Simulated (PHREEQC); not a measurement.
FeCl3 is added in steps, without added water, to 1 kg of water holding 14 mmol/kgw NiCl2, 4 mmol/kgw Na2SO4 and 3.7 mmol/kgw MnSO4, at 20 °C. The system is closed to oxygen. CO2 from the air is kept out. The run lets Fe(OH)3(a), Pyrochroite, Ni(OH)2, Ni4(OH)6SO4, Jarosite-Na, Halite, Mirabilite, Morenosite precipitate or redissolve, and no other solid.

Base run: PHREEQC, ion-association model, wateq4f.dat. Each further column changes one thing. The table gives pH.

| FeCl3 added (mol) | base | all activity coefficients set to 1 | Davies equation for every ion | metal-ligand complexes left out | Debye-Hückel limiting law |
|---|---|---|---|---|---|
| 0 | 6.17 | 6.06 | 6.18 | 6.16 | 6.23 |
| 0.002625 | 2.69 | 2.59 | 2.70 | 2.53 | 2.77 |
| 0.006562 | 2.43 | 2.31 | 2.46 | 2.22 | 2.57 |
| 0.009187 | 2.36 | 2.22 | 2.39 | 2.13 | 2.53 |
| 0.01312 | 2.29 | 2.15 | 2.33 | 2.06 | 2.52 |
| 0.01575 | 2.27 | 2.12 | 2.30 | 2.02 | 2.47 |
| 0.01969 | 2.24 | 2.09 | 2.27 | 1.98 | 2.40 |
| 0.02231 | 2.22 | 2.08 | 2.26 | 1.96 | 2.36 |
| 0.02625 | 2.20 | 2.06 | 2.24 | 1.93 | 2.32 |
| 0.02888 | 2.19 | 2.05 | 2.23 | 1.92 | 2.29 |
| 0.03281 | 2.17 | 2.05 | 2.22 | 1.89 | 2.26 |
| 0.03544 | 2.15 | 2.04 | 2.21 | 1.88 | 2.24 |
| 0.03938 | 2.12 | 2.03 | 2.20 | 1.86 | 2.21 |
| 0.042 | 2.10 | 2.03 | 2.19 | 1.85 | 2.19 |
